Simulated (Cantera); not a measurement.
# PbO + C + CO (carbothermic reduction)

Feed: 1 mol PbO, a varied amount of C, 0.13 mol CO, held at 1273 K and 100 Torr.

Cantera equilibrium calculation (NASA polynomials, part measured and part estimated; ideal gas, pure solids and liquids). Candidate condensed phases: C, Pb, PbO, PbO2, Pb3O4; 15 gas species. Each liquid is taken as pure. Mutual solubility and eutectic melting of coexisting phases are not modelled. Gases not in the tables: (PbO)n polymers. Rates play no part.

At 0.35 mol C the condensed part is Pb(l) + PbO(l). From 1.6 mol C to 7.6 mol C the condensed part is C(graphite) + Pb(l).

| n(C) (mol) | x CO | x CO2 | x Pb | x PbO | x Pb2 | n Pb(l) | n PbO(l) | n C(graphite) |
|---|---|---|---|---|---|---|---|---|
| 0.35 | 0.000700 | 0.983 | 0.0138 | 0.00210 | 1.03e-6 | 0.823 | 0.169 | 0 |
| 1.6 | 0.985 | 0.000930 | 0.0138 | 1.41e-9 | 1.03e-6 | 0.984 | 0 | 0.601 |
| 2.8 | 0.985 | 0.000930 | 0.0138 | 1.41e-9 | 1.03e-6 | 0.984 | 0 | 1.80 |
| 4 | 0.985 | 0.000930 | 0.0138 | 1.41e-9 | 1.03e-6 | 0.984 | 0 | 3.00 |
| 5.2 | 0.985 | 0.000930 | 0.0138 | 1.41e-9 | 1.03e-6 | 0.984 | 0 | 4.20 |
| 6.4 | 0.985 | 0.000930 | 0.0138 | 1.41e-9 | 1.03e-6 | 0.984 | 0 | 5.40 |
| 7.6 | 0.985 | 0.000930 | 0.0138 | 1.41e-9 | 1.03e-6 | 0.984 | 0 | 6.60 |
x: gas mole fraction; n: condensed amount in mol.
